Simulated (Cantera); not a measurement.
## Ignition delay

Mixture: CH₄ : O₂ : N₂ : CO₂ = 1 : 2.86 : 10.7 : 1.2 (molar parts), at 2630 Torr, adiabatic and at constant pressure. Ignition delay is the time to a rise of 400 K.

Detailed kinetics in Cantera: GRI-Mech 3.0 (53 species, 325 reactions).

```json
[
 {"T0 (K)": "1225", "delay (ms)": "9.64"},
 {"T0 (K)": "1275", "delay (ms)": "5.16"},
 {"T0 (K)": "1325", "delay (ms)": "2.84"},
 {"T0 (K)": "1375", "delay (ms)": "1.61"},
 {"T0 (K)": "1425", "delay (ms)": "0.937"},
 {"T0 (K)": "1475", "delay (ms)": "0.560"},
 {"T0 (K)": "1525", "delay (ms)": "0.344"},
 {"T0 (K)": "1575", "delay (ms)": "0.217"}
]
```

```yaml
apparent activation energy between 1475 and 1575 K: 180 kJ/mol
```
